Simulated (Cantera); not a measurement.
Feed: 1 mol n-butane, 0.5 mol CO₂, held at 0.00320 bar.

Cantera equilibrium calculation (NASA polynomials, part measured and part estimated; ideal gas, pure solids and liquids). Candidate condensed phases: C, C₆H₆, C₇H₈, C₈H₁₈, H₂O; 110 gas species. Kinetics and transport are ignored.

x: gas mole fraction; n: condensed amount in mol.

```json
[
 {"T (K)": "650", "x H₂": "0.786", "x CO": "0.0170", "x H₂O": "0.109", "x CH₄": "0.0514", "x CO₂": "0.0367", "n C(graphite)": "3.97"},
 {"T (K)": "675", "x H₂": "0.815", "x CO": "0.0316", "x H₂O": "0.0833", "x CH₄": "0.0311", "x CO₂": "0.0387", "n C(graphite)": "3.97"},
 {"T (K)": "700", "x H₂": "0.832", "x CO": "0.0530", "x H₂O": "0.0604", "x CH₄": "0.0188", "x CO₂": "0.0363", "n C(graphite)": "3.92"},
 {"T (K)": "725", "x H₂": "0.838", "x CO": "0.0800", "x H₂O": "0.0412", "x CH₄": "0.0115", "x CO₂": "0.0296", "n C(graphite)": "3.83"},
 {"T (K)": "750", "x H₂": "0.838", "x CO": "0.108", "x H₂O": "0.0263", "x CH₄": "0.00718", "x CO₂": "0.0207", "n C(graphite)": "3.73"},
 {"T (K)": "775", "x H₂": "0.836", "x CO": "0.131", "x H₂O": "0.0158", "x CH₄": "0.00457", "x CO₂": "0.0126", "n C(graphite)": "3.64"},
 {"T (K)": "800", "x H₂": "0.834", "x CO": "0.147", "x H₂O": "___", "x CH₄": "___", "x CO₂": "___", "n C(graphite)": "3.58"},
 {"T (K)": "825", "x H₂": "0.833", "x CO": "0.156", "x H₂O": "___", "x CH₄": "___", "x CO₂": "___", "n C(graphite)": "3.54"},
 {"T (K)": "850", "x H₂": "0.833", "x CO": "0.161", "x H₂O": "0.00303", "x CH₄": "0.00138", "x CO₂": "0.00179", "n C(graphite)": "3.52"},
 {"T (K)": "875", "x H₂": "0.833", "x CO": "0.164", "x H₂O": "0.00178", "x CH₄": "0.000969", "x CO₂": "0.000922", "n C(graphite)": "3.51"},
 {"T (K)": "900", "x H₂": "0.833", "x CO": "0.165", "x H₂O": "0.00107", "x CH₄": "0.000693", "x CO₂": "0.000486", "n C(graphite)": "3.51"}
]
```

Q: Complete the blanks.

A: 
- 825, x H₂O: 0.00525
- 825, x CH₄: 0.00201
- 825, x CO₂: 0.00352
- 800, x H₂O: 0.00918
- 800, x CH₄: 0.00299
- 800, x CO₂: 0.00683
